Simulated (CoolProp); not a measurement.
A simple Rankine cycle with R245ca: condensing at 312.15 K, boiler at 0.572 MPa, turbine inlet 368.2 K, turbine efficiency 0.9, pump efficiency 0.7, no recuperator. Each further row changes one setting.

Model: reference Helmholtz-energy equation of state, Zhou 2016, in CoolProp.

```
case                             thermal efficiency (%)  net work (kJ/kg)  heat in (kJ/kg)  turbine exit temperature (K)  volume ratio over the turbine
-------------------------------  ----------------------  ----------------  ---------------  ----------------------------  -----------------------------
as stated                                           9.0              22.0              245                         339.8                           3.41
turbine inlet 388.2 K                               8.8              23.6              268                         360.2                           3.37
condensing temperature 304.15 K                    10.6              27.1              256                         333.9                           4.49
boiler pressure 0.4 MPa                             6.5              16.2              248                         348.8                           2.36
turbine efficiency 0.8                              8.0              19.5              245                         342.3                           3.43
```
